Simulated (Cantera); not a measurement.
Input: 1 mol TiC, 0.062 mol H2, held at 2800 K and 0.0133 bar.

Equilibrium computed with Cantera from the NASA thermochemical tables; the gas is ideal and each condensed phase is pure. Candidate condensed phases: C, C6H6, C7H8, C8H18, Ti, TiC; 77 gas species. TiC: taken at fixed stoichiometry. Equilibrium is a limit: real reactors are often held back by kinetics, nucleation or transport.

Base state: H 0.497, H2 0.491, Ti 0.00788, C2H2 (acetylene) 0.00308, C2H 0.000392, C 0.000214, C3 0.000193, C2 4.34e-5 (mole fractions); condensed: TiC(s).

Problem. What changes in the equilibrium state with this change: TiC replaced by AlN?

Solution. 
| species | before | after |
|---|---|---|
| Al | 0 | 0.620 |
| N2 | 0 | 0.310 |
| H | 0.497 | 0.0614 |
| H2 | 0.491 | 0.00752 |
| Ti | 0.00788 | 0 |
| C2H2 (acetylene) | 0.00308 | 0 |
| AlH | 0 | 0.000495 |
| TiC(s), mol | 0.999 | 0 |
Further candidate phases: Al, AlN.
